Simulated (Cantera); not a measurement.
**Diamond growth**

A diamond (100) surface in a fixed gas of H2 with x(CH4) = 0.015, x(H) = 0.0016, x(CH3) = 1.1e-05, 218 Torr; coverages are run to steady state.

Computed with Cantera and the Harris–Goodwin 1993 mechanism for the reconstructed diamond (100) surface.

```csv
T (K),growth (µm/h),θ c6HH,θ c6H*,θ c6*H,θ c6**,θ c6HM
950,1.30,0.641,0.0141,0.333,0.00649,0.00455
1025,1.78,0.575,0.0205,0.389,0.0109,0.00318
1100,2.03,0.516,0.0276,0.436,0.0166,0.00202
1175,1.66,0.468,0.0352,0.472,0.0232,0.000954
1250,1.000,0.429,0.0428,0.498,0.0300,0.000305
1325,0.654,0.399,0.0502,0.514,0.0362,8.00e-5
1400,0.539,0.379,0.0572,0.522,0.0415,2.03e-5
```
θ: site fractions in the mechanism's names (c6HH fully hydrogenated, c6H* and c6*H radical sites, c6** diradical, c6HM methylated).
